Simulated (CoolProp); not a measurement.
A single-stage vapour-compression cycle with CH3F (R41): evaporating at 198.15 K (dew point), condensing at 234.15 K (bubble point), superheat 0 K, subcooling 2 K, compressor efficiency 0.8, no pressure losses. Each further row changes one setting.

Values from CoolProp's reference Helmholtz-energy equation of state, Lemmon 2006. It is a short technical equation, of lower accuracy than the large ones.

| case | cooling COP | pressure ratio | discharge temperature (K) | refrigerating effect (kJ/kg) | volumetric capacity (kJ/m³) |
|---|---|---|---|---|---|
| as stated | ___ | 4.91 | 305.6 | 411 | 1080 |
| evaporating temperature 203.15 K | 4.54 | ___ | 292.2 | ___ | 1390 |
| condensing temperature 229.15 K | 4.42 | ___ | ___ | 421 | 1110 |
| subcooling 7 K | ___ | 4.91 | 305.6 | 421 | 1110 |
| superheat 10 K | 3.60 | 4.91 | 321.1 | 423 | 1050 |
| compressor efficiency 0.7 | 3.25 | 4.91 | 318.6 | 411 | 1080 |

Question: Some entries are withheld; supply them.

Answer: 
- as stated, cooling COP: 3.71
- evaporating temperature 203.15 K, pressure ratio: 3.79
- evaporating temperature 203.15 K, refrigerating effect (kJ/kg): 414
- condensing temperature 229.15 K, pressure ratio: 4.06
- condensing temperature 229.15 K, discharge temperature (K): 291.1
- subcooling 7 K, cooling COP: 3.81
